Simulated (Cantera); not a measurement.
A Cantera script and what it prints.

```python
import numpy as np
import cantera as ct

gas_names = """
    C CN CO CO2 C2 CCN CNC C2N2 C2O C3 C3O2 C4 C4N2 C5 N NCO NO NO2 NO3 N2 N2O O O2 O3 Pb PbO Pb2
""".split()
cond_names = """
    C(gr) Pb(cr) Pb(L) PbO(rd) PbO(yw) PbO(L) PbO2(s) Pb3O4(s)
""".split()


# ... load() reads the species with a 1 bar reference pressure and builds the phases ...
atoms = {
    'PbO': {'Pb': 1, 'O': 1},
    'CO': {'C': 1, 'O': 1},
    'N2': {'N': 2},
}
top_T = {'C(gr)': 4500, 'Pb3O4(s)': 820}  # K; cautious upper limits of use, not melting points


# ... equilibrate(T, P, feed) seeds the gas with the atoms and calls Mixture.equilibrate('TP', solver="vcs", rtol=1e-11, max_steps=5000) ...
results = []
feed = {'PbO': 1, 'CO': 0.4, 'N2': 1.9}  # mol
T = 950  # K
P = 3600  # Pa
mix = equilibrate(T, P, feed)
results.append((T, P, feed, dict(zip(mix.species_names, mix.species_moles))))
x = sorted(zip(gas.X, gas.species_names), reverse=True)
print(f"T = {T:g} K  P = {P:g} Pa  gas = {mix.phase_moles(0):.4g} mol")
print("   x: " + "  ".join(f"{s} {v:.3e}" for v, s in x if v > 0.0001))
print("   condensed (mol): " + ("  ".join(f"{mix.phase(i).name} {mix.phase_moles(i):.4g}"
      for i in range(1, mix.n_phases) if mix.phase_moles(i) > 1e-12) or "none"))
```

Output:

```
T = 950 K  P = 3600 Pa  gas = 2.3 mol
   x: N2 8.260e-01  CO2 1.739e-01  Pb 1.398e-04
   condensed (mol): Pb(L) 0.3997  PbO(yw) 0.6
```

Equilibrium computed with Cantera from the NASA thermochemical tables; the gas is ideal and each condensed phase is pure.
